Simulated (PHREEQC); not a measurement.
A solution holds 0.01 mol NH3, 0.0082 mol NaAlO2 and 0.018 mol (CH3)4NCl per kg of water, at 25 °C. Closed to the air; pH follows from the charge balance.

Model: ion-association model, phreeqc.dat, run in PHREEQC.

* **pH**: 10.61
* **ionic strength**: 0.0267 mol/kgw
* **total alkalinity**: 42.8 meq/kg

```
species   molality  activity   log γ
--------  --------  --------  ------
Cl-         0.0180    0.0154  -0.069
(CH3)4N+    0.0180    0.0154  -0.069
NH3        0.00951   0.00957   0.003
Al(OH)4-   0.00820   0.00703  -0.067
Na+        0.00820   0.00704  -0.066
OH-       0.000486  0.000414  -0.070
NH4+      0.000486  0.000411  -0.073
Al(OH)3    9.06e-8   9.12e-8   0.003
```

Precipitation was switched off in this run. Saturation is exceeded, for instance for Gibbsite (slow to form); the values hold only as long as no solid forms. (CH3)4N+ isn't in the database: it is added as a free cation with an ion size of 4 Å.
